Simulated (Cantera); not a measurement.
Input: 1 mol Si3N4, 0.44 mol Si, 1.4 mol H2, 0.57 mol C, equilibrated at 2125 K and 0.0100 bar.

Equilibrium computed with Cantera from the NASA thermochemical tables; the gas is ideal and each condensed phase is pure. Candidate condensed phases: C, C6H6, C7H8, C8H18, Si, SiC, Si3N4; 105 gas species. Mutual solubility and eutectic melting of coexisting phases are not modelled. The tables' values for SiN are old estimates; treat these amounts as uncertain. Gases not in the tables: Si2H6 and higher silanes. Equilibrium is a limit: real reactors are often held back by kinetics, nucleation or transport.

Base state: N2 0.570, H2 0.387, H 0.0226, Si 0.0174, HCN 0.000931, Si2C 0.000780, SiH 0.000556, Si2N 0.000303 (mole fractions); condensed: Si(l) + SiC(s).

Task: What changes in the equilibrium state with this change: Si3N4 replaced by SiO2?

Result: 
```json
[
 {"species": "SiO", "before": "0", "after": "0.415"},
 {"species": "H2", "before": "0.387", "after": "0.394"},
 {"species": "CO", "before": "0", "after": "0.165"},
 {"species": "N2", "before": "0.570", "after": "0"},
 {"species": "Si", "before": "0.0174", "after": "0.00278"},
 {"species": "H", "before": "0.0226", "after": "0.0228"},
 {"species": "HCN", "before": "0.000931", "after": "0"},
 {"species": "Si2N", "before": "0.000303", "after": "0"},
 {"species": "SiN", "before": "0.000258", "after": "0"},
 {"species": "Si(l), mol", "before": "2.80", "after": "0"},
 {"species": "SiC(s), mol", "before": "0.564", "after": "0"}
]
```
Further candidate phases: H2O, SiO2.
